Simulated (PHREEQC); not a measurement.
1 kg of water holding 40 mmol/kgw Na2CO3 and 47 mmol/kgw NaHCO3 meets 20 L of dry gas (O2 1 by moles) at fixed total pressure, at 25 °C; fugacities by Peng-Robinson. The gases take part in no redox reaction, some water evaporates into the gas, and hydrates or a liquid gas phase aren't modelled. Precipitation was switched off in this run.

Equilibrium calculation in PHREEQC: ion-association model, phreeqc.dat.

Question: Predict dissolved O2 (mol/kgw) at P (atm) = 30, 40, 50, 200.

Answer: 
```json
[
 {"P (atm)": "30", "dissolved O2 (mol/kgw)": "0.0350"},
 {"P (atm)": "40", "dissolved O2 (mol/kgw)": "0.0457"},
 {"P (atm)": "50", "dissolved O2 (mol/kgw)": "0.0559"},
 {"P (atm)": "200", "dissolved O2 (mol/kgw)": "0.170"}
]
```

Species that the database lacks are ignored.
